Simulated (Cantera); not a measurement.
Charge: 1 mol NiS, 740 mol H2, 2.5 mol N2, held at 1223 K and 1.00 Torr.

These are equilibrium values from Cantera (NASA tables, ideal gas, pure condensed phases), not measurements of a reactor. Candidate condensed phases: Ni, NiS, NiS2, Ni3S2, Ni3S4, S; 17 gas species. Rates play no part.

Base state: H2 0.995, N2 0.00337, H2S 0.00133 (mole fractions); condensed: Ni(s).

Task: What changes in the equilibrium state with this change: NiS replaced by Fe2O3?

Result: 
```tsv
species	before	after
H2	0.995	0.993
H2O	0	0.00404
N2	0.00337	0.00337
H2S	0.00133	0
Ni(s), mol	1.000	0
Fe(γ), mol	0	2.00
```
Further candidate phases: Fe, FeO, Fe(OH)2, Fe(OH)3, Fe2O3, Fe3O4, H2O.
